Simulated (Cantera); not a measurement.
Charge: 1 mol PbO, 40 mol H₂, held at 1275 K and 1.33 mbar.

Cantera equilibrium calculation (NASA polynomials, part measured and part estimated; ideal gas, pure solids and liquids). Candidate condensed phases: H₂O, Pb, PbO, PbO₂, Pb₃O₄; 12 gas species. Equilibrium is a limit: real reactors are often held back by kinetics, nucleation or transport.

Base state: H₂ 0.951, H₂O 0.0244, Pb 0.0244, H 1.97e-5 (mole fractions); condensed: gas only.

What changes in the equilibrium state with this change: pressure from 1.33 mbar to 0.110 bar?


```tsv
species	before	after
H₂	0.951	0.958
H₂O	0.0244	0.0246
Pb	0.0244	0.0171
H	1.97e-5	2.18e-6
Pb(l), mol	0	0.302
```
